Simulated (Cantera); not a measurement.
# Stirred combustor or abatement burner

A perfectly stirred reactor is fed with CH4 : CO : O2 : N2 : CO2 = 1 : 0.48 : 2.04 : 7.66 : 2.9 (molar parts), equivalence ratio 1.1, at 11.0 bar; it is adiabatic with a 500 K inlet, and is followed from long to short residence time, starting on the burning branch (τ in s: 0.04, 0.021, 0.011, 0.006, 0.0032, 0.0017, 0.00092, 0.00049, 0.00026, 0.00014, 7.4e-05, 3.9e-05, 2.1e-05).

Detailed kinetics in Cantera: GRI-Mech 3.0 (53 species, 325 reactions).

| τ (s) | T (K) | x CH4 | x CO | x O2 | x NO2 | x H | x C2H4 |
|---|---|---|---|---|---|---|---|
| 0.040 | 1923 | 1.97e-5 | 0.0264 | 0.000443 | 8.77e-9 | 7.55e-5 | 2.07e-8 |
| 0.021 | 1920 | 2.68e-5 | 0.0268 | 0.000676 | 1.23e-8 | 9.59e-5 | 3.90e-8 |
| 0.011 | 1915 | 3.78e-5 | 0.0274 | 0.00103 | 1.67e-8 | 0.000121 | 7.53e-8 |
| 0.0060 | 1908 | 5.39e-5 | 0.0282 | 0.00151 | 2.15e-8 | 0.000150 | 1.43e-7 |
| 0.0032 | 1898 | 8.10e-5 | 0.0294 | 0.00224 | 2.66e-8 | 0.000185 | 2.90e-7 |
| 0.0017 | 1884 | 0.000128 | 0.0312 | 0.00332 | 3.13e-8 | 0.000225 | 6.32e-7 |
| 0.00092 | 1864 | 0.000218 | 0.0336 | 0.00494 | 3.39e-8 | 0.000262 | 1.54e-6 |
| 0.00049 | 500 | 0.0710 | 0.0341 | 0.145 | <1e-12 | <1e-12 | <1e-12 |
| 0.00026 | 500 | 0.0710 | 0.0341 | 0.145 | <1e-12 | <1e-12 | <1e-12 |
| 0.00014 | 500 | 0.0710 | 0.0341 | 0.145 | <1e-12 | <1e-12 | <1e-12 |
| 7.4e-5 | 500 | 0.0710 | 0.0341 | 0.145 | <1e-12 | <1e-12 | <1e-12 |
| 3.9e-5 | 500 | 0.0710 | 0.0341 | 0.145 | <1e-12 | <1e-12 | <1e-12 |
| 2.1e-5 | 500 | 0.0710 | 0.0341 | 0.145 | <1e-12 | <1e-12 | <1e-12 |
x: mole fraction; the columns are a selection and need not sum to one.
